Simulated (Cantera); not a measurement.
**Moist CO burnout**

A perfectly stirred reactor is fed with CO : O2 : H2O : N2 = 0.0019 : 0.011 : 0.05 : 1 (molar parts), at 6750 Torr; it is held at 1350 K, and followed from long to short residence time.

Computed with Cantera and GRI-Mech 3.0 (53 species, 325 reactions).

```json
[
 {"τ (s)": "4.2", "x CO": "3.37e-6", "x O2": "0.00946", "x H2O": "0.0471", "x HO2": "2.60e-8", "x OH": "4.88e-6", "x NO2": "1.10e-10"},
 {"τ (s)": "1.5", "x CO": "7.70e-6", "x O2": "0.00947", "x H2O": "0.0471", "x HO2": "5.23e-8", "x OH": "5.96e-6", "x NO2": "1.44e-10"},
 {"τ (s)": "0.51", "x CO": "1.81e-5", "x O2": "0.00947", "x H2O": "0.0471", "x HO2": "1.16e-7", "x OH": "7.42e-6", "x NO2": "2.16e-10"},
 {"τ (s)": "0.18", "x CO": "4.10e-5", "x O2": "0.00948", "x H2O": "0.0471", "x HO2": "2.55e-7", "x OH": "9.12e-6", "x NO2": "3.19e-10"},
 {"τ (s)": "0.061", "x CO": "9.58e-5", "x O2": "0.00951", "x H2O": "0.0471", "x HO2": "5.78e-7", "x OH": "1.11e-5", "x NO2": "4.10e-10"},
 {"τ (s)": "0.021", "x CO": "0.000215", "x O2": "0.00957", "x H2O": "0.0471", "x HO2": "1.24e-6", "x OH": "1.34e-5", "x NO2": "3.91e-10"},
 {"τ (s)": "0.0074", "x CO": "0.000438", "x O2": "0.00968", "x H2O": "0.0470", "x HO2": "2.35e-6", "x OH": "1.59e-5", "x NO2": "2.62e-10"},
 {"τ (s)": "0.0026", "x CO": "0.000790", "x O2": "0.00986", "x H2O": "0.0470", "x HO2": "3.83e-6", "x OH": "1.85e-5", "x NO2": "1.24e-10"}
]
```
x: mole fraction; the columns are a selection and need not sum to one.
